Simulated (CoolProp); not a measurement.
A single-stage vapour-compression cycle with R227EA: evaporating at 308.15 K (dew point), condensing at 340.15 K (bubble point), superheat 5 K, subcooling 8 K, compressor efficiency 0.6, no pressure losses. Each further row changes one setting.

Values from CoolProp's reference Helmholtz-energy equation of state, Lemmon 2016.

```
case                              cooling COP  pressure ratio  discharge temperature (K)  refrigerating effect (kJ/kg)  volumetric capacity (kJ/m³)
--------------------------------  -----------  --------------  -------------------------  ----------------------------  ---------------------------
as stated                                4.79            2.27                      343.8                          80.2                         3800
evaporating temperature 313.15 K         5.99            1.98                      344.0                          83.2                         4550
condensing temperature 335.15 K          5.98            2.02                      339.1                          86.7                         4100
subcooling 13 K                          5.18            2.27                      343.8                          86.7                         4110
superheat 15 K                           4.99            2.27                      353.3                          89.5                         4010
compressor efficiency 0.5                3.99            2.27                      346.8                          80.2                         3800
```
